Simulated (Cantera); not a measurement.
## Ammonia decomposition in nitride growth gas

An isothermal, constant-pressure homogeneous reactor starts with NH₃ : N₂ = 1 : 0.11 (molar parts), at 1950 K and 1.80 bar.

Cantera simulation using the gas-phase N/H chemistry of the illustrative SiF4/NH3 mechanism in the Surface Chemkin manual (1991); the numbers are that mechanism's predictions, not measurements. Walls and surfaces, which speed up NH3 decomposition in real reactors, are not modelled.

```json
[
 {"t (s)": "0.000700", "x NH₃": "0.876", "x NH₂": "0.000995", "x N₂H₂": "5.77e-6", "x N": "6.16e-8", "x H": "8.28e-6"},
 {"t (s)": "0.00219", "x NH₃": "0.825", "x NH₂": "0.000910", "x N₂H₂": "5.13e-6", "x N": "1.58e-7", "x H": "2.35e-5"},
 {"t (s)": "0.00684", "x NH₃": "0.693", "x NH₂": "0.000769", "x N₂H₂": "3.75e-6", "x N": "2.88e-7", "x H": "6.40e-5"},
 {"t (s)": "0.0214", "x NH₃": "0.437", "x NH₂": "0.000546", "x N₂H₂": "1.82e-6", "x N": "3.75e-7", "x H": "0.000160"},
 {"t (s)": "0.0669", "x NH₃": "0.157", "x NH₂": "0.000260", "x N₂H₂": "4.30e-7", "x N": "3.69e-7", "x H": "0.000342"},
 {"t (s)": "0.209", "x NH₃": "0.0270", "x NH₂": "6.53e-5", "x N₂H₂": "3.25e-8", "x N": "2.07e-7", "x H": "0.000584"},
 {"t (s)": "0.654", "x NH₃": "0.00439", "x NH₂": "1.25e-5", "x N₂H₂": "1.32e-9", "x N": "5.57e-8", "x H": "0.000705"},
 {"t (s)": "2.05", "x NH₃": "0.00107", "x NH₂": "3.12e-6", "x N₂H₂": "8.41e-11", "x N": "1.45e-8", "x H": "0.000723"},
 {"t (s)": "6.40", "x NH₃": "0.000316", "x NH₂": "9.20e-7", "x N₂H₂": "8.02e-12", "x N": "4.29e-9", "x H": "0.000725"},
 {"t (s)": "20.0", "x NH₃": "9.88e-5", "x NH₂": "2.88e-7", "x N₂H₂": "1.50e-12", "x N": "1.34e-9", "x H": "0.000725"}
]
```
x: mole fraction; the columns are a selection and need not sum to one.

Equilibrium at this temperature and pressure: NH₃ 1.26e-5, NH₂ 3.68e-8, N₂H₂ <1e-12, N 1.72e-10, H 0.000725 (gas phase only).
